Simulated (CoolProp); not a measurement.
Fluoroethane (R161) along the isotherm 112.55 °C: fugacity coefficient from the reference equation and from simpler models built on Tc = 102.1 °C, pc = 50.10 bar, ω = 0.216; each cubic takes its own stable root.

Values from CoolProp's reference Helmholtz-energy equation of state, Wu 2012.

```
p (bar)  phase  reference
-------  -----  ---------
4.55       gas     0.9708
9.09       gas     0.9421
13.6       gas     0.9139
18.2       gas     0.8854
22.7       gas     0.8577
27.3       gas     0.8297
31.8       gas     0.8024
36.4       gas     0.7746
40.9       gas     0.7473
45.5       gas     0.7193
50         gas     0.6916
```

### Question
How far does each simpler model (van der Waals, Soave-Redlich-Kwong) lie from the reference over these 11 states: mean and median of the absolute difference, and the worst?

### Answer
- van der Waals: mean 2.4 %, median 2.4 %, worst +4.2 % at 112.55 °C and 50 bar
- Soave-Redlich-Kwong: mean 0.7 %, median 0.7 %, worst +1.5 % at 112.55 °C and 50 bar
